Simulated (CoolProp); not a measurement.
Propylene along the isotherm 264.8 K: density (kg/m³) from the reference equation and from simpler models built on Tc = 364.2 K, pc = 4.555 MPa, ω = 0.146; each cubic takes its own stable root.

Model: reference Helmholtz-energy equation of state, Lemmon 2013, in CoolProp.

| p (MPa) | phase | reference |
|---|---|---|
| 0.0216 | gas | 0.4147 |
| 0.0317 | gas | 0.6098 |
| 0.0465 | gas | 0.8973 |
| 0.0683 | gas | 1.324 |
| 0.1 | gas | 1.952 |
| 0.147 | gas | 2.899 |
| 0.216 | gas | 4.328 |
| 0.317 | gas | 6.510 |
| 0.465 | liquid | 558.3 |
| 0.683 | liquid | 558.7 |
| 1 | liquid | 559.3 |
| 1.47 | liquid | 560.1 |
| 2.16 | liquid | 561.4 |
| 3.17 | liquid | 563.2 |
| 4.65 | liquid | 565.7 |
| 6.83 | liquid | 569.3 |

How far does each simpler model (van der Waals, Redlich-Kwong, Soave-Redlich-Kwong, Peng-Robinson) lie from the reference over these 16 states: mean and median of the absolute difference, and the worst?


- van der Waals: mean 29.9 %, median 18.6 %, worst -98.3 % at 264.8 K and 0.465 MPa
- Redlich-Kwong: mean 10.0 %, median 4.2 %, worst -98.2 % at 264.8 K and 0.465 MPa
- Soave-Redlich-Kwong: mean 3.4 %, median 3.3 %, worst -7.0 % at 264.8 K and 0.465 MPa
- Peng-Robinson: mean 2.8 %, median 2.8 %, worst +6.1 % at 264.8 K and 6.83 MPa

At some of these states van der Waals, Redlich-Kwong gives the other phase, because its saturation line lies elsewhere.
